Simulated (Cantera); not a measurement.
An adiabatic, constant-pressure homogeneous reactor starts with CH4 : C2H6 : O2 : N2 : H2O = 1 : 0.095 : 4.4 : 16.5 : 3 (molar parts), equivalence ratio 0.53, at 1348 K and 5100 Torr. Integrator tolerance rtol = 1e-08.

Model: GRI-Mech 3.0 (53 species, 325 reactions), integrated in Cantera.

**Question.** What does this change do: pressure from 5100 Torr to 2100 Torr?

**Answer.** 
```csv
quantity,before,after
time of steepest temperature rise,0.301 ms,0.552 ms
temperature at 0.200 s,2246 K,2240 K
equilibrium temperature,2246 K,2238 K
x(CH4) at 0.200 s,<1e-12 (gas-phase equilibrium <1e-12),<1e-12 (gas-phase equilibrium <1e-12)
x(C2H6) at 0.200 s,<1e-12 (gas-phase equilibrium <1e-12),<1e-12 (gas-phase equilibrium <1e-12)
x(O2) at 0.200 s,0.0778 (gas-phase equilibrium 0.0778),0.0781 (gas-phase equilibrium 0.0777)
x(CH2CO) at 0.200 s,<1e-12 (gas-phase equilibrium <1e-12),<1e-12 (gas-phase equilibrium <1e-12)
x(CH2) at 0.200 s,<1e-12 (gas-phase equilibrium <1e-12),<1e-12 (gas-phase equilibrium <1e-12)
```

**Question.** What does this change do: pressure from 5100 Torr to 18000 Torr?

**Answer.** 
```tsv
quantity	before	after
time of steepest temperature rise	0.301 ms	0.136 ms
temperature at 0.200 s	2246 K	2254 K
equilibrium temperature	2246 K	2254 K
x(CH4) at 0.200 s	<1e-12 (gas-phase equilibrium <1e-12)	<1e-12 (gas-phase equilibrium <1e-12)
x(C2H6) at 0.200 s	<1e-12 (gas-phase equilibrium <1e-12)	<1e-12 (gas-phase equilibrium <1e-12)
x(O2) at 0.200 s	0.0778 (gas-phase equilibrium 0.0778)	0.0778 (gas-phase equilibrium 0.0778)
x(CH2CO) at 0.200 s	<1e-12 (gas-phase equilibrium <1e-12)	<1e-12 (gas-phase equilibrium <1e-12)
x(CH2) at 0.200 s	<1e-12 (gas-phase equilibrium <1e-12)	<1e-12 (gas-phase equilibrium <1e-12)
```
The pressure lies above the range GRI-Mech 3.0 was tuned for (to about 10 atm).
